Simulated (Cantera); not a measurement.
What does this Cantera script print?

```python
import numpy as np
import cantera as ct

gas_names = """
    CL CL2 H HCL H2 N NH NH2 NH3 N2 N2H2 N2H4 Si SiCL SiCL2 SiCL3 SiCL4 SiH SiHCL3 SiH2 SiH2CL2 SiH3
    SiH3CL SiH4 SiN Si2 Si2N Si3
""".split()
cond_names = """
    NH4CL(a) NH4CL(b) Si(cr) Si(L) Si3N4(a)
""".split()


# ... load() reads the species with a 1 bar reference pressure and builds the phases ...
atoms = {
    'SiHCl3': {'Si': 1, 'H': 1, 'CL': 3},
    'NH3': {'N': 1, 'H': 3},
}
top_T = {'Si3N4(a)': 2400}  # K; cautious upper limits of use, not melting points


# ... equilibrate(T, P, feed) seeds the gas with the atoms and calls Mixture.equilibrate('TP', solver="vcs", rtol=1e-11, max_steps=5000) ...
results = []
feed = {'SiHCl3': 1, 'NH3': 0.44}  # mol
T = 700  # K
P = 33  # Pa
mix = equilibrate(T, P, feed)
results.append((T, P, feed, dict(zip(mix.species_names, mix.species_moles))))
x = sorted(zip(gas.X, gas.species_names), reverse=True)
print(f"T = {T:g} K  P = {P:g} Pa  gas = {mix.phase_moles(0):.4g} mol")
print("   x: " + "  ".join(f"{s} {v:.3e}" for v, s in x if v > 1e-06))
print("   condensed (mol): " + ("  ".join(f"{mix.phase(i).name} {mix.phase_moles(i):.4g}"
      for i in range(1, mix.n_phases) if mix.phase_moles(i) > 1e-12) or "none"))
```

Output:

```
T = 700 K  P = 33 Pa  gas = 1.99 mol
   x: H2 5.024e-01  SiCL4 3.365e-01  HCL 1.608e-01  SiHCL3 2.149e-04  N2 3.200e-05  SiCL3 1.150e-06
   condensed (mol): Si3N4(a) 0.11
```

Method: chemical equilibrium by Gibbs-energy minimisation in Cantera with the NASA 1993 tables (ideal gas, pure condensed phases).
